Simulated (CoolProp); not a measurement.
Vapour pressure (MPa) of n-butane: the reference equation beside estimates from Tc = 425.1 K, pc = 3.796 MPa, ω = 0.201. Clausius-Clapeyron is anchored at 329.2 K with a constant enthalpy of vaporisation of 18.97 kJ/mol.

The numbers come from the reference Helmholtz-energy equation of state, Bücker 2006 in CoolProp.

```csv
T (K),reference,Clausius-Clapeyron,van der Waals,Soave-Redlich-Kwong,Peng-Robinson
267.1,0.08162,(withheld),0.4280,0.08059,0.08158
282.6,0.1456,0.1846,0.5815,0.1447,0.1452
298.1,0.2429,0.2809,0.7676,0.2429,0.2421
313.7,(withheld),0.4109,0.9905,0.3862,0.3832
329.2,0.5787,0.5787,1.250,0.5842,0.5779
344.8,0.8402,0.7919,1.550,0.8512,0.8408
360.3,1.178,(withheld),1.890,1.196,1.182
375.9,1.609,1.369,2.276,1.637,1.619
391.4,2.145,1.741,(withheld),2.181,2.161
406.9,2.808,2.174,(withheld),2.844,2.829
```

Problem. Fill in the missing entries.

Solution. 
- 267.1, Clausius-Clapeyron: 0.1155
- 313.7, reference: 0.3843
- 360.3, Clausius-Clapeyron: 1.053
- 391.4, van der Waals: 2.704
- 406.9, van der Waals: 3.178

Absolute difference from the reference over all 10 rows, mean and median: Clausius-Clapeyron 16.4 and 15.3 %, van der Waals 143.9 and 100.2 %, Soave-Redlich-Kwong 1.1 and 1.3 %, Peng-Robinson 0.4 and 0.3 %.
